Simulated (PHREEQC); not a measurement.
# Acid rinse or clean (model solution)

A solution holds 31 mmol/kgw HNO3, 0.83 mmol/kgw ZnSO4, 0.22 mmol/kgw MnSO4 and 0.61 mmol/kgw H2SO4, at 49 °C. Closed to the air; pH follows from the charge balance.

Computed with PHREEQC (ion-association model, phreeqc.dat).

Precipitation was switched off in this run.

Q: Predict the pH, specific conductance.

A: pH 1.57; specific conductance 18800 µS/cm.

Q: In which forms is S present?

A: HSO4- 72 %, SO4-2 26 %, ZnSO4 1.4 % of the S.

Species that the database lacks are ignored. Constants without temperature data keep their 25 °C values here.
